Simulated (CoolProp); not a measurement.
Vapour-liquid equilibrium of R143a (1) + isobutene (2) at 88.6 kPa; x and y are mole fractions of (1).

Computed with CoolProp (multi-fluid Helmholtz-energy mixture model, Lemmon and Jacobsen 2000 and Lemmon 2005; pair parameters Bell 2016).

Problem. Give the bubble temperature and the first vapour's composition at x = 0.125, 0.2, 0.8. Is there an azeotrope?

Solution. x = 0.125: -31.9 °C, y = 0.647; x = 0.2: -37.1 °C, y = 0.741; x = 0.8: -47.9 °C, y = 0.924. No azeotrope shows between x = 0.05 and 0.95.

Pair parameters are fitted to limited data, so mixtures are less certain than the pure fluids. With so large a gap from Raoult's law the liquid may split in two, which this calculation doesn't test in full.
